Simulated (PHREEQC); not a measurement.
Solution (5 °C): 5.7 mmol/kgw CdCl2, 0.4 mmol/kgw NaOH and 5.1 mmol/kgw HCl. Closed to the air; pH follows from the charge balance.

Model: ion-association model, phreeqc.dat, run in PHREEQC.

This is a speciation only: nothing precipitates in the calculation.

Q: Order these Cl species by the share of Cl that they hold, largest first: Cl-, CdCl2, CdCl+.

A: Cl- (84 %), CdCl+ (14 %), CdCl2 (1.2 %)

Q: Order these Cd species by the share of Cd that they hold, largest first: CdCl2, CdCl+, Cd+2.

A: Cd+2 (56 %), CdCl+ (42 %), CdCl2 (1.7 %)

The pH is 2.38 and the ionic strength 0.0171 mol/kgw. Complexes and solids missing from the database can't appear. Away from 25 °C the constants follow the database's enthalpies or fits; those with neither stay at their 25 °C values.
